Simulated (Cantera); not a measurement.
An isothermal, constant-pressure homogeneous reactor starts with C2H6 : N2 = 0.47 : 1.2 (molar parts), at 1725 K and 11000 Pa.

Cantera simulation using GRI-Mech 3.0 (53 species, 325 reactions); the numbers are that mechanism's predictions, not measurements. GRI-Mech 3.0 stops at C3 and has no aromatics, soot or wall deposition, so with more carbon than oxygen in the feed, carbon stays in small species such as C2H2 where larger ones or solid carbon would form.

x: mole fraction; the columns are a selection and need not sum to one.

```json
[
 {"t (s)": "1.00e-5", "x C2H6": "0.258", "x C2H4": "0.00329", "x CH2": "2.23e-5", "x C2H2": "5.08e-6", "x CH3": "0.0208", "x H": "0.000266"},
 {"t (s)": "4.06e-5", "x C2H6": "0.148", "x C2H4": "0.0582", "x CH2": "6.56e-5", "x C2H2": "0.00308", "x CH3": "0.0409", "x H": "0.000925"},
 {"t (s)": "0.000165", "x C2H6": "0.0124", "x C2H4": "0.0963", "x CH2": "3.18e-5", "x C2H2": "0.0555", "x CH3": "0.0159", "x H": "0.00118"},
 {"t (s)": "0.000671", "x C2H6": "0.000323", "x C2H4": "0.0413", "x CH2": "3.10e-6", "x C2H2": "0.116", "x CH3": "0.00277", "x H": "0.000370"},
 {"t (s)": "0.00273", "x C2H6": "5.56e-5", "x C2H4": "0.0110", "x CH2": "6.83e-7", "x C2H2": "0.144", "x CH3": "0.00113", "x H": "0.000179"},
 {"t (s)": "0.0111", "x C2H6": "4.20e-5", "x C2H4": "0.00122", "x CH2": "6.31e-7", "x C2H2": "0.156", "x CH3": "0.00101", "x H": "0.000196"},
 {"t (s)": "0.0451", "x C2H6": "1.87e-5", "x C2H4": "0.000620", "x CH2": "4.81e-7", "x C2H2": "0.165", "x CH3": "0.000689", "x H": "0.000232"},
 {"t (s)": "0.183", "x C2H6": "2.90e-6", "x C2H4": "0.000318", "x CH2": "2.40e-7", "x C2H2": "0.174", "x CH3": "0.000283", "x H": "0.000292"},
 {"t (s)": "0.745", "x C2H6": "1.99e-7", "x C2H4": "0.000282", "x CH2": "7.21e-8", "x C2H2": "0.179", "x CH3": "7.47e-5", "x H": "0.000330"},
 {"t (s)": "3.03", "x C2H6": "?", "x C2H4": "0.000282", "x CH2": "?", "x C2H2": "0.179", "x CH3": "?", "x H": "0.000337"},
 {"t (s)": "12.3", "x C2H6": "2.18e-8", "x C2H4": "0.000283", "x CH2": "1.96e-8", "x C2H2": "0.179", "x CH3": "1.97e-5", "x H": "0.000338"},
 {"t (s)": "50.0", "x C2H6": "2.17e-8", "x C2H4": "0.000283", "x CH2": "1.96e-8", "x C2H2": "0.179", "x CH3": "1.97e-5", "x H": "0.000338"}
]
```

Task: Fill in the missing entries.

Result: 
- 3.03, x C2H6: 2.83e-8
- 3.03, x CH2: 2.39e-8
- 3.03, x CH3: 2.41e-5
